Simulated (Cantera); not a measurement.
Fe(CO)5 + CO + N2 (iron carbonyl, mercury and lead vapours)

A closed system holds: 1 mol Fe(CO)5, 5.6 mol CO, 1.7 mol N2, at 0.460 bar.

These are equilibrium values from Cantera (NASA tables, ideal gas, pure condensed phases), not measurements of a reactor. Candidate condensed phases: C, Fe, Fe(CO)5, FeO, Fe2O3, Fe3O4; 27 gas species. Iron dissolves carbon and melts from about 1420 K in contact with it, which pure phases cannot show. Condensed phases not in the tables: cementite and carbon dissolved in iron. Rates play no part.

From 998 K to 1148 K the condensed part is C(graphite) + Fe(α). From 1198 K to 1598 K the condensed part is C(graphite) + Fe(γ). At 1648 K the condensed part is Fe(γ).

```csv
T (K),log p CO,log p N2,log p CO2,log p Fe,log p C2N2,log p CN,n C(graphite),n Fe(α),n Fe(γ)
998,-0.49,-1.14,-1.20,<-12,<-12,<-12,1.47,1.00,0
1048,-0.44,-1.17,-1.53,<-12,<-12,<-12,0.736,1.00,0
1098,-0.42,-1.18,-1.88,-11.93,<-12,<-12,0.345,1.00,0
1148,-0.41,-1.19,-2.21,-11.10,<-12,<-12,0.163,1.00,0
1198,-0.41,-1.19,-2.52,-10.33,<-12,<-12,0.0798,0,1.00
1248,-0.40,-1.20,-2.81,-9.63,-11.85,<-12,0.0410,0,1.00
1298,-0.40,-1.20,-3.08,-8.99,-11.35,<-12,0.0221,0,1.00
1348,-0.40,-1.20,-3.33,-8.39,-10.88,<-12,0.0125,0,1.00
1398,-0.40,-1.20,-3.56,-7.84,-10.45,-11.75,0.00734,0,1.00
1448,-0.40,-1.20,-3.78,-7.32,-10.05,-11.19,0.00449,0,1.000
1498,-0.40,-1.20,-3.97,-6.84,-9.67,-10.66,0.00284,0,1.000
1548,-0.40,-1.20,-4.16,-6.39,-9.32,-10.17,0.00185,0,1.000
1598,-0.40,-1.20,-4.33,-5.98,-8.99,-9.71,0.00124,0,1.000
1648,-0.40,-1.20,-4.50,-5.58,-8.68,-9.27,0,0,1.000
```
log p: log10 of the partial pressure in bar; n: condensed amount in mol.
